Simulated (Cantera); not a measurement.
A diamond (100) surface in a fixed gas of H2 with x(CH4) = 0.015, x(CH3) = 0.00023, at 900 K, 0.0168 atm; coverages are run to steady state.

Detailed kinetics in Cantera: the Harris–Goodwin 1993 mechanism for the reconstructed diamond (100) surface.

θ: site fractions in the mechanism's names (c6HH fully hydrogenated, c6H* and c6*H radical sites, c6** diradical, c6HM methylated).

```csv
x(H),growth (µm/h),θ c6HH,θ c6H*,θ c6*H,θ c6**,θ c6HM
0.0001,___,0.288,0.00406,0.114,0.000912,0.477
0.0002,___,0.367,0.00535,0.150,0.00157,0.383
0.00038,___,0.452,0.00669,0.187,0.00229,0.283
0.00074,___,0.534,0.00799,0.224,0.00301,0.186
0.0015,___,0.600,0.00904,0.253,0.00360,0.108
0.0028,1.11,0.639,0.00964,0.270,0.00394,0.0627
0.0055,1.17,0.663,0.0100,0.281,0.00416,0.0336
0.011,1.20,0.677,0.0103,0.287,0.00428,0.0172
0.021,1.21,0.684,0.0104,0.290,0.00435,0.00915
```

### Question
Fill in the missing entries.

### Answer

- 0.0001, growth (µm/h): 0.301
- 0.0002, growth (µm/h): 0.483
- 0.00038, growth (µm/h): 0.678
- 0.00074, growth (µm/h): 0.867
- 0.0015, growth (µm/h): 1.02
